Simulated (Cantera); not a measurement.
A perfectly stirred reactor is fed with 9.30 % C2H4, 17.5 % O2, 65.6 % N2, 7.63 % H2O, at 5.50 bar; it is adiabatic with a 475 K inlet, and is followed from long to short residence time, starting on the burning branch (τ in s: 0.27, 0.1, 0.039, 0.015, 0.0056, 0.0021, 0.0008, 0.0003, 0.00011, 4.3e-05, 1.6e-05, 6.2e-06).

Computed with Cantera and GRI-Mech 3.0 (53 species, 325 reactions). GRI-Mech 3.0 was tuned for natural gas; its chemistry of ethylene as a main component is partial and can be far from experiment.

Q: Predict: blow-out, bracketed by the residence times tried; x(C2H4) at τ = 0.270 s; x(O2) at τ = 0.270 s; x(H2O) at τ = 0.270 s; x(NO) at τ = 0.270 s; x(OH) at τ = 0.270 s; x(C2H4) at τ = 0.800 ms; x(O2) at τ = 0.800 ms; x(H2O) at τ = 0.800 ms; x(NO) at τ = 0.800 ms; x(OH) at τ = 0.800 ms.

A: 
- blow-out, bracketed by the residence times tried: burning at 43.0 µs, out at 16.0 µs
- x(C2H4) at τ = 0.270 s: 1.04e-6
- x(O2) at τ = 0.270 s: 1.26e-5
- x(H2O) at τ = 0.270 s: 0.165
- x(NO) at τ = 0.270 s: 4.30e-5
- x(OH) at τ = 0.270 s: 0.000153
- x(C2H4) at τ = 0.800 ms: 0.000132
- x(O2) at τ = 0.800 ms: 0.00138
- x(H2O) at τ = 0.800 ms: 0.170
- x(NO) at τ = 0.800 ms: 0.000134
- x(OH) at τ = 0.800 ms: 0.000509
